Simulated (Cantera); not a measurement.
An adiabatic, constant-volume homogeneous reactor starts with CH3OH : O2 : N2 : H2O = 1 : 0.714 : 2.69 : 0.11 (molar parts), at 1250 K and 140000 Pa.

Cantera simulation using GRI-Mech 3.0 (53 species, 325 reactions); the numbers are that mechanism's predictions, not measurements. GRI-Mech 3.0 was tuned for natural gas; its chemistry of methanol as a main component is partial and can be far from experiment.

### Question
Predict: time of steepest temperature rise; temperature at 0.100 s; equilibrium temperature; x(O2) at 0.100 s; x(H2O) at 0.100 s; x(NO) at 0.100 s.

### Answer
```
Property                                                               Value
---------------------------------  -----------------------------------------
time of steepest temperature rise                                    2.47 ms
temperature at 0.100 s                                                2635 K
equilibrium temperature                                               2635 K
x(O2) at 0.100 s                     9.39e-5 (gas-phase equilibrium 9.39e-5)
x(H2O) at 0.100 s                        0.224 (gas-phase equilibrium 0.224)
x(NO) at 0.100 s                   0.000467 (gas-phase equilibrium 0.000467)
```
